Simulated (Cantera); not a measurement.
Thermodynamics of silicon etching in halogen gases, feed Si + F2 + H2

Input: 1 mol Si, 2.7 mol F2, 20 mol H2, held at 1.00 bar.

Method: chemical equilibrium by Gibbs-energy minimisation in Cantera with the NASA 1993 tables (ideal gas, pure condensed phases). Candidate condensed phases: Si; 25 gas species. The tables' values for SiF3, SiF2 are old estimates; treat these amounts as uncertain. Equilibrium is a limit: real reactors are often held back by kinetics, nucleation or transport.

From 825 °C to 1475 °C nothing is condensed. The main Si-bearing gas is SiF4 throughout.

| T (°C) | log p H2 | log p HF | log p SiF4 | log p SiF3 | log p SiHF3 | log p H | log p SiF2 | log p SiH2F2 |
|---|---|---|---|---|---|---|---|---|
| 825 | -0.05 | -1.19 | -1.34 | -6.86 | -5.23 | -7.63 | <-12 | -9.41 |
| 875 | -0.05 | -1.19 | -1.34 | -6.34 | -4.95 | -7.17 | -11.24 | -8.86 |
| 925 | -0.05 | -1.19 | -1.34 | -5.86 | -4.69 | -6.75 | -10.35 | -8.35 |
| 975 | -0.05 | -1.19 | -1.34 | -5.42 | -4.45 | -6.36 | -9.52 | -7.89 |
| 1025 | -0.05 | -1.19 | -1.34 | -5.02 | -4.24 | -6.00 | -8.77 | -7.46 |
| 1075 | -0.05 | -1.19 | -1.34 | -4.65 | -4.04 | -5.66 | -8.07 | -7.06 |
| 1125 | -0.05 | -1.19 | -1.34 | -4.30 | -3.85 | -5.35 | -7.42 | -6.70 |
| 1175 | -0.05 | -1.19 | -1.34 | -3.98 | -3.68 | -5.06 | -6.82 | -6.36 |
| 1225 | -0.05 | -1.19 | -1.34 | -3.68 | -3.52 | -4.79 | -6.27 | -6.04 |
| 1275 | -0.05 | -1.18 | -1.34 | -3.41 | -3.37 | -4.54 | -5.75 | -5.75 |
| 1325 | -0.05 | -1.18 | -1.35 | -3.15 | -3.24 | -4.30 | -5.27 | -5.48 |
| 1375 | -0.05 | -1.18 | -1.36 | -2.92 | -3.12 | -4.08 | -4.83 | -5.24 |
| 1425 | -0.05 | -1.17 | -1.37 | -2.70 | -3.01 | -3.87 | -4.42 | -5.01 |
| 1475 | -0.05 | -1.16 | -1.38 | -2.51 | -2.92 | -3.67 | -4.04 | -4.82 |
log p: log10 of the partial pressure in bar; nothing condenses.
